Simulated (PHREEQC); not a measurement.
Make-up at 25 °C: 22 mmol/kgw ZnSO4, 30 mmol/kgw NaCl and 0.15 mmol/kgw FeSO4. Closed to the air; pH follows from the charge balance.

The numbers come from PHREEQC with the ion-association model, phreeqc.dat.

Task: The ionic strength comes out as 0.0865 mol/kgw. What activity coefficients do Zn+2, Zn(SO4)2-2, ZnOH+, FeCl+, ZnCl+ get?

Result: Zn+2 0.39, Zn(SO4)2-2 0.39, ZnOH+ 0.79, FeCl+ 0.79, ZnCl+ 0.78.

Precipitation was switched off in this run.
